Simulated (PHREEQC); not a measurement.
Consider water at 25 °C with 0.0033 mol KOH, 0.014 mol K2SiO3 and 0.034 mol K2CO3 per kg of water. Closed to the air; pH follows from the charge balance.

All values are PHREEQC results (ion-association model, phreeqc.dat), not measurements.

```csv
quantity,before,after
pH,12.06,11.75
ionic strength (mol/kgw),0.135,0.135
H3SiO4- (mol/kgw),0.0120,0.0121
H2SiO4-2 (mol/kgw),0.00198,0.00184
H4SiO4 (mol/kgw),5.14e-5,7.56e-5
SI of Quartz (SiO2),-0.29,-0.27
```

### Question
Which change was made?
(A) diluted 10-fold with water
(B) K2CO3 replaced by KHCO3 at the same molality
(C) K2CO3 from 0.034 to 0.068 mol/kgw
(D) K2CO3 left out
(E) temperature from 25 to 35 °C

### Answer
E, temperature from 25 to 35 °C

Precipitation was switched off in this run.
